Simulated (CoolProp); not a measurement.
Vapour-liquid equilibrium of n-hexane (1) + n-decane (2) at 16.45 °C; x and y are mole fractions of (1).

Values from CoolProp's multi-fluid Helmholtz-energy mixture model, Thol 2019 and Lemmon 2006; pair parameters Kunz 2012.

**Question.** Give the bubble pressure and the first vapour's composition at x = 0.45, 0.55, 0.75. Is there an azeotrope?

**Answer.** x = 0.45: 0.06129 bar, y = 0.991; x = 0.55: 0.07510 bar, y = 0.994; x = 0.75: 0.1028 bar, y = 0.998. No azeotrope shows between x = 0.05 and 0.95.

Pair parameters are fitted to limited data, so mixtures are less certain than the pure fluids.
